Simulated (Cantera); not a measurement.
Mixture: 7.53 % CH₄, 18.6 % O₂, 69.9 % N₂, 3.99 % CO₂, equivalence ratio 0.81, at 5.82 atm, adiabatic and at constant volume. Ignition delay is the time to a rise of 400 K.

Detailed kinetics in Cantera: GRI-Mech 3.0 (53 species, 325 reactions).

Question: Predict: delay at 1223 K; delay at 1298 K; delay at 1373 K; delay at 1448 K; delay at 1523 K; delay at 1598 K; apparent activation energy between 1448 and 1598 K.

Answer: 
```
Property                                                Result
--------------------------------------------------  ----------
delay at 1223 K                                        5.72 ms
delay at 1298 K                                        2.32 ms
delay at 1373 K                                       0.996 ms
delay at 1448 K                                       0.453 ms
delay at 1523 K                                       0.217 ms
delay at 1598 K                                       0.110 ms
apparent activation energy between 1448 and 1598 K  180 kJ/mol
```
